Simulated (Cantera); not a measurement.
An isothermal, constant-pressure homogeneous reactor starts with CH4 : N2 = 1 : 4.8 (molar parts), at 1725 K and 760 Torr. Integrator tolerance rtol = 1e-08.

Cantera simulation using GRI-Mech 3.0 (53 species, 325 reactions); the numbers are that mechanism's predictions, not measurements. GRI-Mech 3.0 stops at C3 and has no aromatics, soot or wall deposition, so with more carbon than oxygen in the feed, carbon stays in small species such as C2H2 where larger ones or solid carbon would form.

Problem. What does this change do: N2 4.8 to 3.5 parts?

Solution. 
```
quantity                                              before                                      after
-----------------  -----------------------------------------  -----------------------------------------
x(CH4) at 5.00 s     0.00282 (gas-phase equilibrium 0.00186)    0.00428 (gas-phase equilibrium 0.00301)
x(C2H2) at 5.00 s      0.0717 (gas-phase equilibrium 0.0306)      0.0883 (gas-phase equilibrium 0.0426)
x(C2H4) at 5.00 s  0.000628 (gas-phase equilibrium 0.000270)  0.000952 (gas-phase equilibrium 0.000463)
x(CH2) at 5.00 s     9.62e-9 (gas-phase equilibrium 6.30e-9)    1.18e-8 (gas-phase equilibrium 8.26e-9)
x(H2) at 5.00 s          0.216 (gas-phase equilibrium 0.218)        0.267 (gas-phase equilibrium 0.269)
x(C2H6) at 5.00 s    2.69e-7 (gas-phase equilibrium 1.16e-7)    5.02e-7 (gas-phase equilibrium 2.46e-7)
```

Problem. What does this change do: N2 4.8 to 0.48 parts?

Solution. 
```json
[
 {"quantity": "x(CH4) at 5.00 s", "before": "0.00282 (gas-phase equilibrium 0.00186)", "after": "0.0205 (gas-phase equilibrium 0.0182)"},
 {"quantity": "x(C2H2) at 5.00 s", "before": "0.0717 (gas-phase equilibrium 0.0306)", "after": "0.192 (gas-phase equilibrium 0.149)"},
 {"quantity": "x(C2H4) at 5.00 s", "before": "0.000628 (gas-phase equilibrium 0.000270)", "after": "0.00454 (gas-phase equilibrium 0.00354)"},
 {"quantity": "x(CH2) at 5.00 s", "before": "9.62e-9 (gas-phase equilibrium 6.30e-9)", "after": "2.58e-8 (gas-phase equilibrium 2.28e-8)"},
 {"quantity": "x(H2) at 5.00 s", "before": "0.216 (gas-phase equilibrium 0.218)", "after": "0.585 (gas-phase equilibrium 0.587)"},
 {"quantity": "x(C2H6) at 5.00 s", "before": "2.69e-7 (gas-phase equilibrium 1.16e-7)", "after": "5.24e-6 (gas-phase equilibrium 4.11e-6)"}
]
```
